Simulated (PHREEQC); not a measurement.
Solution (25 °C): 1.06 mmol/kgw NH4HF2, 1.58 mmol/kgw H2SiF6 and 1.38 mmol/kgw H2SO4. Closed to the air; pH follows from the charge balance.

Computed with PHREEQC (ion-association model, wateq4f.dat).

```
Property                    Value
----------------  ---------------
pH                           2.37
ionic strength    0.00806 mol/kgw
total alkalinity     -13.3 meq/kg
```

```json
[
 {"species": "H+", "molality": "0.00460", "activity": "0.00423", "log γ": "-0.036"},
 {"species": "HF", "molality": "0.00288", "activity": "0.00289", "log γ": "0.001"},
 {"species": "SiF6-2", "molality": "0.00136", "activity": "0.000942", "log γ": "-0.160"},
 {"species": "NH4+", "molality": "0.00105", "activity": "0.000956", "log γ": "-0.041"},
 {"species": "SO4-2", "molality": "0.00104", "activity": "0.000722", "log γ": "-0.160"},
 {"species": "F-", "molality": "0.000500", "activity": "0.000455", "log γ": "-0.041"},
 {"species": "HSO4-", "molality": "0.000326", "activity": "0.000297", "log γ": "-0.040"},
 {"species": "H4SiO4", "molality": "0.000219", "activity": "0.000220", "log γ": "0.001"},
 {"species": "H2F2", "molality": "2.17e-5", "activity": "2.17e-5", "log γ": "0.001"},
 {"species": "NH4SO4-", "molality": "9.75e-6", "activity": "8.90e-6", "log γ": "-0.040"}
]
```

No solid was allowed to form. Examples of supersaturated solids here: Quartz (slow to form). Others may be too. SiF6-2 is the database's only silicon fluoride.
